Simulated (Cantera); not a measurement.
## Stirred combustor or abatement burner

A perfectly stirred reactor is fed with 14.9 % CH₄, 0.582 % H₂, 17.8 % O₂, 66.7 % N₂, equivalence ratio 1.7, at 0.987 atm; it is adiabatic with a 600 K inlet, and is followed from long to short residence time, starting on the burning branch (τ in s: 0.027, 0.0089, 0.003, 0.001, 0.00033, 0.00011, 3.8e-05, 1.3e-05, 4.2e-06).

Cantera simulation using GRI-Mech 3.0 (53 species, 325 reactions); the numbers are that mechanism's predictions, not measurements.

| τ (s) | T (K) | x CH₄ | x H₂ | x O₂ | x NO | x C₂H₄ |
|---|---|---|---|---|---|---|
| 0.027 | 1995 | 0.00286 | 0.104 | 0.000511 | 5.07e-5 | 2.58e-5 |
| 0.0089 | 1993 | 0.00402 | 0.0977 | 0.00124 | 3.89e-5 | 6.84e-5 |
| 0.0030 | 1979 | 0.00544 | 0.0914 | 0.00291 | 2.65e-5 | 0.000167 |
| 0.0010 | 1936 | 0.00825 | 0.0842 | 0.00751 | 1.30e-5 | 0.000444 |
| 0.00033 | 600 | 0.149 | 0.00582 | 0.178 | <1e-12 | <1e-12 |
| 0.00011 | 600 | 0.149 | 0.00582 | 0.178 | <1e-12 | <1e-12 |
| 3.8e-5 | 600 | 0.149 | 0.00582 | 0.178 | <1e-12 | <1e-12 |
| 1.3e-5 | 600 | 0.149 | 0.00582 | 0.178 | <1e-12 | <1e-12 |
| 4.2e-6 | 600 | 0.149 | 0.00582 | 0.178 | <1e-12 | <1e-12 |
x: mole fraction; the columns are a selection and need not sum to one.
